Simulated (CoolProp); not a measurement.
Vapour-liquid equilibrium of R152A (1) + R113 (2) at 23.35 °C; x and y are mole fractions of (1).

Computed with CoolProp (multi-fluid Helmholtz-energy mixture model, Outcalt 1996 and Marx 1992; pair parameters Bell 2016).

**Question.** Give the bubble pressure and the first vapour's composition at x = 0.5, 0.65, 0.725. Is there an azeotrope?

**Answer.** x = 0.5: 0.3820 MPa, y = 0.920; x = 0.65: 0.4334 MPa, y = 0.940; x = 0.725: 0.4582 MPa, y = 0.950. No azeotrope shows between x = 0.05 and 0.95.

Pair parameters are fitted to limited data, so mixtures are less certain than the pure fluids. With so large a gap from Raoult's law the liquid may split in two, which this calculation doesn't test in full.
